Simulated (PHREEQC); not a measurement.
# Spent oxide etchant (model solution)

Solution (50 °C): 1.6 mmol/kgw HF, 0.019 mmol/kgw H2SiF6, 5.3 mmol/kgw H3PO4 and 0.19 mmol/kgw HNO3. Closed to the air; pH follows from the charge balance.

Equilibrium calculation in PHREEQC: ion-association model, phreeqc.dat.

This is a speciation only: nothing precipitates in the calculation.

Problem. Predict the pH.

Solution. pH 2.46.

Problem. In which forms is P present?

Solution. H2PO4- 62 %, H3PO4 38 % of the P.

Away from 25 °C the constants follow the database's enthalpies or fits; those with neither stay at their 25 °C values. SiF6-2 is the database's only silicon fluoride.
